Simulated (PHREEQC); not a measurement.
## Buffer: speciation

A solution holds 0.033 mol/kgw NH4Cl, 0.0012 mol/kgw Na2B4O7 and 0.095 mol/kgw KCl, at 60 °C. It is in equilibrium with CO2 at log p = -3.4 (atm). Otherwise closed; pH follows from the charge balance.

Model: ion-association model, wateq4f.dat, run in PHREEQC.

This is a speciation only: nothing precipitates in the calculation.

Question: Predict the pH.

Answer: pH 7.26.

Question: In which forms is B present?

Answer: H3BO3 97 %, H2BO3- 2.6 % of the B.

Constants without temperature data keep their 25 °C values here.
